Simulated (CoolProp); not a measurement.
Dodecamethylcyclohexasiloxane (D6) at 293.15 K and 1.52 MPa is throttled through a valve to 0.56 MPa with no heat exchange. Each further row changes one setting.

The numbers come from the reference Helmholtz-energy equation of state, Colonna 2008 in CoolProp. It is a short technical equation, of lower accuracy than the large ones.

```
case                       temperature change (K)  final density (kg/m³)
-------------------------  ----------------------  ---------------------
as stated                                       …                    975
outlet pressure 0.168 MPa                       …                      …
outlet pressure 0.728 MPa                    +0.3                    975
```

### Question
Some entries are withheld; supply them.

### Answer

- as stated, temperature change (K): +0.4
- outlet pressure 0.168 MPa, temperature change (K): +0.6
- outlet pressure 0.168 MPa, final density (kg/m³): 973
